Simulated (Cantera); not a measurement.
Transport properties of process gases

Gas mixture: N₂ : N₂O = 0.88 : 0.59 (molar parts), at 100.0 Torr, frozen composition.

Cantera's kinetic-theory transport with the Lennard-Jones parameters of GRI-Mech 3.0, ideal gas; thermal conductivity in the multicomponent form. The composition is frozen, though it would react at the higher temperatures.

```
T (K)  ρ (kg/m³)  cp (J/kg/K)  μ (µPa s)  λ (mW/m/K)     Pr  D (cm²/s) CH₄  D (cm²/s) NH₃  D (cm²/s) CH₃
-----  ---------  -----------  ---------  ----------  -----  -------------  -------------  -------------
400        0.138         1007       21.0        29.6  0.716           2.55           2.54           2.56
600       0.0920         1088       28.6        43.1  0.722           5.18           5.42           5.21
800       0.0690         1157       35.1        56.2  0.724           8.48           9.11           8.54
1000      0.0552         1213       41.0        68.6  0.725           12.4           13.5           12.5
1200      0.0460         1250       46.3        80.0  0.724           16.8           18.5           16.9
1400      0.0394         1280       51.3        90.8  0.724           21.8           24.1           21.9
```
D: mixture-averaged diffusion coefficient of that species in the mixture.
